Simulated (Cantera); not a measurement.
An isothermal, constant-pressure homogeneous reactor starts with NO : N₂ = 1 : 1.6 (molar parts), at 1898 K and 3200 Pa. Integrator tolerance rtol = 1e-08.

Cantera simulation using GRI-Mech 3.0 (53 species, 325 reactions); the numbers are that mechanism's predictions, not measurements. Radical loss at walls, strong at low pressure, is not modelled.

**Question.** What does this change do: 0.074 parts H2O added?

**Answer.** 
```tsv
quantity	before	after
x(NO) at 40.0 s	0.107 (gas-phase equilibrium 0.00549)	0.0910 (gas-phase equilibrium 0.00533)
x(N₂O) at 40.0 s	3.45e-6 (gas-phase equilibrium 5.63e-8)	1.81e-6 (gas-phase equilibrium 5.39e-8)
x(O) at 40.0 s	0.000622 (gas-phase equilibrium 0.000717)	0.000622 (gas-phase equilibrium 0.000707)
x(O₂) at 40.0 s	0.139 (gas-phase equilibrium 0.189)	0.141 (gas-phase equilibrium 0.183)
x(NO₂) at 40.0 s	3.18e-5 (gas-phase equilibrium 1.92e-6)	2.74e-5 (gas-phase equilibrium 1.84e-6)
x(N₂) at 40.0 s	0.754 (gas-phase equilibrium 0.805)	0.739 (gas-phase equilibrium 0.782)
```

**Question.** What does this change do: NO 1 to 1.9 parts?

**Answer.** 
```json
[
 {"quantity": "x(NO) at 40.0 s", "before": "0.107 (gas-phase equilibrium 0.00549)", "after": "0.111 (gas-phase equilibrium 0.00620)"},
 {"quantity": "x(N₂O) at 40.0 s", "before": "3.45e-6 (gas-phase equilibrium 5.63e-8)", "after": "3.46e-6 (gas-phase equilibrium 6.04e-8)"},
 {"quantity": "x(O) at 40.0 s", "before": "0.000622 (gas-phase equilibrium 0.000717)", "after": "0.000773 (gas-phase equilibrium 0.000853)"},
 {"quantity": "x(O₂) at 40.0 s", "before": "0.139 (gas-phase equilibrium 0.189)", "after": "0.216 (gas-phase equilibrium 0.268)"},
 {"quantity": "x(NO₂) at 40.0 s", "before": "3.18e-5 (gas-phase equilibrium 1.92e-6)", "after": "4.12e-5 (gas-phase equilibrium 2.58e-6)"},
 {"quantity": "x(N₂) at 40.0 s", "before": "0.754 (gas-phase equilibrium 0.805)", "after": "0.673 (gas-phase equilibrium 0.725)"}
]
```
